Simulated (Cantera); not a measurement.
A closed system holds: 1 mol SiCl₄, 2.5 mol Cl₂, 1.7 mol H₂, held at 600 K and 0.133 bar.

Equilibrium computed with Cantera from the NASA thermochemical tables; the gas is ideal and each condensed phase is pure. Candidate condensed phases: Si; 19 gas species. Rates play no part.

### Question
What is the equilibrium state?

### Answer
| Item | Result |
|---|---|
| x(HCl) | 0.654 |
| x(SiCl₄) | 0.192 |
| x(Cl₂) | 0.154 |
| gas amount | 5.200 mol |
| log10 activity of Si(s) (absent) | -48.95 |
